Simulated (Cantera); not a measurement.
Input (Python, Cantera) and output of one run.

```python
import numpy as np
import cantera as ct

gas_names = """
    H HO2 H2 H2O H2O2 O OH O2 O3 P PH PH3 PO PO2 P2 P4 P4O10
""".split()
cond_names = """
    H2O(s) H2O(L) P(cr) P(L) P4O10(s)
""".split()


def load(file, names, dense=False):
    # The tables refer to 1 bar. Condensed volumes are neglected.
    table = {s.name: s for s in ct.Species.list_from_file(file)}
    out = []
    for n in names:
        d = dict(table[n].input_data)
        d["thermo"] = dict(d["thermo"], **{"reference-pressure": 1e5})
        if dense:
            d["equation-of-state"] = {"model": "constant-volume", "density": "1e6 g/cm^3"}
        out.append(ct.Species.from_dict(d))
    return out


gas = ct.Solution(thermo="ideal-gas", species=load("nasa_gas.yaml", gas_names))
cond = {s.name: ct.Solution(thermo="fixed-stoichiometry", species=[s], name=s.name)
        for s in load("nasa_condensed.yaml", cond_names, dense=True)}
atoms = {
    'PH3': {'P': 1, 'H': 3},
    'O2': {'O': 2},
}
top_T = {'P4O10(s)': 690}  # K; cautious upper limits of use, not melting points


def equilibrate(T, P, feed):
    n = {}
    for name, mol in feed.items():
        for a, k in atoms[name].items():
            n[a] = n.get(a, 0.0) + k * mol
    gas.TPX = T, P, n
    mass = sum(n.values()) * gas.mean_molecular_weight
    gas.equilibrate("TP")
    valid = [c for c in cond.values() if c.min_temp <= T <= top_T.get(c.name, c.max_temp)]
    mix = ct.Mixture([(gas, mass / gas.mean_molecular_weight)] + [(c, 0.0) for c in valid])
    mix.T, mix.P = T, P
    mix.equilibrate("TP", solver="vcs", rtol=1e-11, max_steps=5000)
    return mix


results = []
feed = {'PH3': 1, 'O2': 0.017}  # mol
P = 110  # Pa
for T in [975, 1050, 1125, 1200, 1275, 1350, 1425]:
    mix = equilibrate(T, P, feed)
    results.append((T, P, feed, dict(zip(mix.species_names, mix.species_moles))))

top = {s: max(r[3][s] / sum(r[3][g] for g in gas_names) for r in results) for s in gas_names}
cols = sorted((s for s in top if top[s] > 0.001), key=lambda s: -top[s])[:5]
seen = [c for c in cond_names if any(r[3].get(c, 0) > 1e-12 for r in results)]
print("log10 of partial pressures in bar; condensed amounts in mol")
print(f"{'T/K':>10s}" + "".join(f"{s[:9]:>10s}" for s in cols + seen))
for T, P, feed, n in results:
    ng = sum(n[g] for g in gas_names)
    print(f"{T:10.4g}" + "".join(f"{np.log10(max(n[s] / ng * P / 1e5, 1e-99)):10.3f}" for s in cols)
          + "".join(f"{n.get(c, 0):10.4g}" for c in seen))
```

Output:

```
log10 of partial pressures in bar; condensed amounts in mol
       T/K        H2        P2        P4       H2O        PO
       975    -3.052    -4.092    -3.955    -4.687    -8.045
      1050    -3.069    -3.786    -4.197    -4.705    -7.332
      1125    -3.084    -3.631    -4.628    -4.724    -6.771
      1200    -3.091    -3.580    -5.170    -4.739    -6.326
      1275    -3.092    -3.567    -5.712    -4.759    -5.958
      1350    -3.092    -3.565    -6.210    -4.792    -5.653
      1425    -3.092    -3.565    -6.661    -4.845    -5.404
```

Equilibrium computed with Cantera from the NASA thermochemical tables; the gas is ideal and each condensed phase is pure. Gases not in the tables: HPO2, HPO3 and P4O6.
